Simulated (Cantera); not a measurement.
Input (Python, Cantera) and output of one run.

```python
import numpy as np
import cantera as ct

gas_names = """
    CL CL2 H HCL H2 Si SiCL SiCL2 SiCL3 SiCL4 SiH SiHCL3 SiH2 SiH2CL2 SiH3 SiH3CL SiH4 Si2 Si3
""".split()
cond_names = """
    Si(cr) Si(L)
""".split()


# ... load() reads the species with a 1 bar reference pressure and builds the phases ...
atoms = {
    'SiCl4': {'Si': 1, 'CL': 4},
    'Cl2': {'CL': 2},
    'H2': {'H': 2},
}
top_T = {}  # K; cautious upper limits of use, not melting points


# ... equilibrate(T, P, feed) seeds the gas with the atoms and calls Mixture.equilibrate('TP', solver="vcs", rtol=1e-11, max_steps=5000) ...
results = []
feed = {'SiCl4': 1, 'Cl2': 2.6, 'H2': 1.1}  # mol
T = 1423  # K
P = 13332.2  # Pa
mix = equilibrate(T, P, feed)
results.append((T, P, feed, dict(zip(mix.species_names, mix.species_moles))))
print(gas.report(threshold=0.001))
for i in range(1, mix.n_phases):
    print(f"{mix.phase(i).name:16s} {mix.phase_moles(i):12.5e} mol")
```

Output:

```
       temperature   1423 K
          pressure   13332 Pa
           density   0.083338 kg/m^3
  mean mol. weight   73.957 kg/kmol
   phase of matter   gas

                          1 kg             1 kmol
                     ---------------   ---------------
          enthalpy       -1.6283e+06       -1.2042e+08  J
   internal energy       -1.7882e+06       -1.3225e+08  J
           entropy            4400.6        3.2546e+05  J/K
    Gibbs function       -7.8904e+06       -5.8355e+08  J
 heat capacity c_p            668.37             49431  J/K
 heat capacity c_v            555.95             41116  J/K

                      mass frac. Y      mole frac. X     chem. pot. / RT
                     ---------------   ---------------   ---------------
                CL          0.023779          0.049609            -16.72
               CL2           0.27459           0.28643            -33.44
               HCL           0.22502           0.45647           -35.847
             SiCL4           0.47659           0.20748           -108.69
     [  +15 minor]        1.8657e-05        1.0285e-05

Si(cr)            0.00000e+00 mol
```

Equilibrium computed with Cantera from the NASA thermochemical tables; the gas is ideal and each condensed phase is pure. The tables' values for SiCl3 are old estimates; treat these amounts as uncertain.
